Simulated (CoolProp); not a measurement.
The fluid at 452.82 K and 0.722 MPa is compressed adiabatically to 4.57 MPa with isentropic efficiency 0.75. The same conditions are run with several fluids, on thermodynamics alone (safety and materials aside).

The numbers come from the reference Helmholtz-energy equation of state of each fluid (cyclohexane: Zhou 2014; methanol: de Reuck 1993; n-butane: Bücker 2006) in CoolProp.

**Question.** Rank cyclohexane, methanol, n-butane by work (kJ/kg), highest first.

**Answer.** methanol (305), n-butane (149), cyclohexane (70.4)

```
fluid        final temperature (K)    final phase  final density (kg/m³)
-----------  ---------------------  -------------  ---------------------
cyclohexane                  559.3  supercritical                    349
methanol                     616.7            gas                   31.7
n-butane                     531.3  supercritical                   75.1
```
